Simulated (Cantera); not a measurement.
Cantera run:

```python
import numpy as np
import cantera as ct

gas_names = """
    CL CL2 H HCL H2 N NH NH2 NH3 N2 N2H2 N2H4 Si SiCL SiCL2 SiCL3 SiCL4 SiH SiHCL3 SiH2 SiH2CL2 SiH3
    SiH3CL SiH4 SiN Si2 Si2N Si3
""".split()
cond_names = """
    NH4CL(a) NH4CL(b) Si(cr) Si(L) Si3N4(a)
""".split()


def load(file, names, dense=False):
    # The tables refer to 1 bar. Condensed volumes are neglected.
    table = {s.name: s for s in ct.Species.list_from_file(file)}
    out = []
    for n in names:
        d = dict(table[n].input_data)
        d["thermo"] = dict(d["thermo"], **{"reference-pressure": 1e5})
        if dense:
            d["equation-of-state"] = {"model": "constant-volume", "density": "1e6 g/cm^3"}
        out.append(ct.Species.from_dict(d))
    return out


gas = ct.Solution(thermo="ideal-gas", species=load("nasa_gas.yaml", gas_names))
cond = {s.name: ct.Solution(thermo="fixed-stoichiometry", species=[s], name=s.name)
        for s in load("nasa_condensed.yaml", cond_names, dense=True)}
atoms = {
    'SiHCl3': {'Si': 1, 'H': 1, 'CL': 3},
    'N2': {'N': 2},
    'H2': {'H': 2},
}
top_T = {'Si3N4(a)': 2400}  # K; cautious upper limits of use, not melting points


def equilibrate(T, P, feed):
    n = {}
    for name, mol in feed.items():
        for a, k in atoms[name].items():
            n[a] = n.get(a, 0.0) + k * mol
    gas.TPX = T, P, n
    mass = sum(n.values()) * gas.mean_molecular_weight
    gas.equilibrate("TP")
    valid = [c for c in cond.values() if c.min_temp <= T <= top_T.get(c.name, c.max_temp)]
    mix = ct.Mixture([(gas, mass / gas.mean_molecular_weight)] + [(c, 0.0) for c in valid])
    mix.T, mix.P = T, P
    mix.equilibrate("TP", solver="vcs", rtol=1e-11, max_steps=5000)
    return mix


results = []
feed = {'SiHCl3': 1, 'N2': 23, 'H2': 60}  # mol
P = 26000  # Pa
for T in [823, 923, 1023, 1123, 1223, 1323, 1423, 1523, 1623, 1723, 1823, 1923, 2023]:
    mix = equilibrate(T, P, feed)
    results.append((T, P, feed, dict(zip(mix.species_names, mix.species_moles))))

top = {s: max(r[3][s] / sum(r[3][g] for g in gas_names) for r in results) for s in gas_names}
cols = sorted((s for s in top if top[s] > 1e-06), key=lambda s: -top[s])[:8]
seen = [c for c in cond_names if any(r[3].get(c, 0) > 1e-12 for r in results)]
print("log10 of partial pressures in bar; condensed amounts in mol")
print(f"{'T/K':>10s}" + "".join(f"{s[:9]:>10s}" for s in cols + seen))
for T, P, feed, n in results:
    ng = sum(n[g] for g in gas_names)
    print(f"{T:10.4g}" + "".join(f"{np.log10(max(n[s] / ng * P / 1e5, 1e-99)):10.3f}" for s in cols)
          + "".join(f"{n.get(c, 0):10.4g}" for c in seen))
```

Output:

```
log10 of partial pressures in bar; condensed amounts in mol
       T/K        H2        N2       HCL         H     SiCL2        Si       NH3      SiCL     Si(L)  Si3N4(a)
       823    -0.740    -1.162    -2.034   -11.505   -12.501   -30.002    -4.314   -24.247         0    0.3332
       923    -0.740    -1.162    -2.034    -9.982   -10.671   -25.204    -4.687   -20.543         0    0.3333
      1023    -0.740    -1.162    -2.034    -8.753    -9.202   -21.350    -4.991   -17.568         0    0.3333
      1123    -0.740    -1.162    -2.034    -7.741    -7.998   -18.187    -5.243   -15.127         0    0.3333
      1223    -0.740    -1.162    -2.034    -6.892    -6.994   -15.545    -5.456   -13.091         0    0.3333
      1323    -0.740    -1.162    -2.034    -6.170    -6.146   -13.307    -5.637   -11.366         0    0.3332
      1423    -0.740    -1.162    -2.034    -5.548    -5.421   -11.387    -5.793    -9.888         0    0.3328
      1523    -0.740    -1.162    -2.036    -5.006    -4.796    -9.723    -5.929    -8.609         0    0.3315
      1623    -0.740    -1.162    -2.040    -4.530    -4.257    -8.267    -6.048    -7.494         0    0.3271
      1723    -0.740    -1.162    -2.050    -4.109    -3.797    -6.984    -6.153    -6.519         0    0.3157
      1823    -0.740    -1.161    -2.073    -3.733    -3.418    -5.843    -6.246    -5.668         0    0.2909
      1923    -0.740    -1.160    -2.115    -3.396    -3.124    -4.825    -6.329    -4.929         0    0.2461
      2023    -0.744    -1.154    -2.119    -3.093    -3.127    -4.245    -6.406    -4.567    0.7096         0
```

Equilibrium computed with Cantera from the NASA thermochemical tables; the gas is ideal and each condensed phase is pure. N2 is the only nitrogen source here; it is nearly inert below about 1500 K, so the nitride shown seldom forms there in practice. The tables' values for SiCl, SiCl3, SiN are old estimates; treat these amounts as uncertain. Gases not in the tables: Si2H6 and higher silanes.
